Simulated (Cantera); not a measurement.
A closed system holds: 1 mol Fe3O4, 150 mol H2, 1.1 mol H2O, at 61.0 Pa.

Cantera equilibrium calculation (NASA polynomials, part measured and part estimated; ideal gas, pure solids and liquids). Candidate condensed phases: Fe, FeO, Fe(OH)2, Fe(OH)3, Fe2O3, Fe3O4, H2O; 12 gas species. Equilibrium is a limit: real reactors are often held back by kinetics, nucleation or transport.

x: gas mole fraction; n: condensed amount in mol.

| T (K) | x H2 | x H2O | x Fe | x H | x OH | x FeO | x Fe(OH)2 | n Fe(α) | n Fe(γ) | n Fe(δ) |
|---|---|---|---|---|---|---|---|---|---|---|
| 1175 | 0.966 | 0.0338 | 3.45e-8 | 4.88e-6 | 1.19e-9 | <1e-12 | … | 3.00 | 0 | 0 |
| 1225 | 0.966 | 0.0338 | 1.85e-7 | 1.24e-5 | 3.94e-9 | 6.06e-12 | … | 0 | 3.00 | 0 |
| 1275 | 0.966 | 0.0338 | 8.66e-7 | 2.93e-5 | 1.19e-8 | 3.86e-11 | … | 0 | 3.00 | 0 |
| 1325 | 0.966 | 0.0338 | 3.60e-6 | 6.51e-5 | 3.32e-8 | 2.14e-10 | … | 0 | 3.00 | 0 |
| 1375 | 0.966 | 0.0337 | 1.35e-5 | 0.000136 | 8.57e-8 | 1.04e-9 | … | 0 | 3.00 | 0 |
| 1425 | 0.966 | 0.0337 | 4.58e-5 | 0.000271 | 2.07e-7 | 4.54e-9 | … | 0 | 2.99 | 0 |
| 1475 | 0.966 | 0.0337 | 0.000143 | 0.000516 | 4.72e-7 | 1.79e-8 | … | 0 | 2.98 | 0 |
| 1525 | 0.965 | 0.0337 | 0.000415 | 0.000941 | 1.02e-6 | 6.42e-8 | … | 0 | 2.94 | 0 |
| 1575 | 0.964 | 0.0337 | 0.00112 | 0.00165 | 2.10e-6 | 2.12e-7 | … | 0 | 2.83 | 0 |
| 1625 | 0.961 | 0.0336 | 0.00284 | 0.00280 | 4.12e-6 | 6.51e-7 | … | 0 | 2.57 | 0 |
| 1675 | 0.955 | 0.0334 | 0.00681 | 0.00459 | 7.78e-6 | 1.86e-6 | … | 0 | 0 | 1.96 |

Q: Some entries are withheld; supply them.

A: 
- 1175, x Fe(OH)2: 1.28e-9
- 1225, x Fe(OH)2: 2.48e-9
- 1275, x Fe(OH)2: 4.57e-9
- 1325, x Fe(OH)2: 8.06e-9
- 1375, x Fe(OH)2: 1.36e-8
- 1425, x Fe(OH)2: 2.23e-8
- 1475, x Fe(OH)2: 3.52e-8
- 1525, x Fe(OH)2: 5.41e-8
- 1575, x Fe(OH)2: 8.08e-8
- 1625, x Fe(OH)2: 1.18e-7
- 1675, x Fe(OH)2: 1.67e-7
